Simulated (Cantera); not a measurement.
Charge: 1 mol Cr, 21 mol H₂O, 0.32 mol N₂O, equilibrated at 6.50 Pa.

These are equilibrium values from Cantera (NASA tables, ideal gas, pure condensed phases), not measurements of a reactor. Candidate condensed phases: Cr, CrN, Cr₂N, Cr₂O₃, H₂O; 29 gas species. Rates play no part.

Task: Which condensed phases are stable at each of these points (T (K)): 800, 900, 1000, 1100, 1200, 1300, 1400, 1500, 1600, 1700, 1800, 1900, 2000, 2100?

Result: 
| T (K) | condensed phases | Cr condensed (%) |
|---|---|---|
| 800 | Cr₂O₃(s) | 100.0 |
| 900 | Cr₂O₃(s) | 100.0 |
| 1000 | Cr₂O₃(s) | 100.0 |
| 1100 | Cr₂O₃(s) | 100.0 |
| 1200 | Cr₂O₃(s) | 100.0 |
| 1300 | Cr₂O₃(s) | 100.0 |
| 1400 | Cr₂O₃(s) | 100.0 |
| 1500 | Cr₂O₃(s) | 100.0 |
| 1600 | Cr₂O₃(s) | 100.0 |
| 1700 | Cr₂O₃(s) | 99.9 |
| 1800 | Cr₂O₃(s) | 98.5 |
| 1900 | Cr₂O₃(s) | 89.0 |
| 2000 | Cr₂O₃(s) | 25.9 |
| 2100 | gas only | 0.0 |

From 800 K to 2000 K the condensed part is Cr₂O₃(s). At 2100 K nothing is condensed.
